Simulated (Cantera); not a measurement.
Hydrogen reduction and annealing atmospheres: Fe3O4 + H2 + N2

Charge: 1 mol Fe3O4, 1100 mol H2, 12 mol N2, at 7.50 Torr.

Cantera equilibrium calculation (NASA polynomials, part measured and part estimated; ideal gas, pure solids and liquids). Candidate condensed phases: Fe, FeO, Fe(OH)2, Fe(OH)3, Fe2O3, Fe3O4, H2O; 27 gas species. Kinetics and transport are ignored.

| T (K) | log p H2 | log p N2 | log p H2O | log p H | log p Fe | n Fe(α) | n Fe(γ) | n Fe(δ) |
|---|---|---|---|---|---|---|---|---|
| 1175 | -2.01 | -3.97 | -4.44 | -7.91 | -10.68 | 3.00 | 0 | 0 |
| 1275 | -2.01 | -3.97 | -4.44 | -7.14 | -9.28 | 0 | 3.00 | 0 |
| 1375 | -2.01 | -3.97 | -4.44 | -6.47 | -8.09 | 0 | 3.00 | 0 |
| 1475 | -2.01 | -3.97 | -4.44 | -5.89 | -7.06 | 0 | 2.99 | 0 |
| 1575 | -2.01 | -3.97 | -4.44 | -5.38 | -6.17 | 0 | 2.92 | 0 |
| 1675 | -2.01 | -3.97 | -4.44 | -4.94 | -5.38 | 0 | 0 | 2.54 |
| 1775 | -2.01 | -3.97 | -4.45 | -4.54 | -4.69 | 0 | 0 | 0.726 |
log p: log10 of the partial pressure in bar; n: condensed amount in mol.

At 1175 K the condensed part is Fe(α). From 1275 K to 1575 K the condensed part is Fe(γ). From 1675 K to 1775 K the condensed part is Fe(δ).
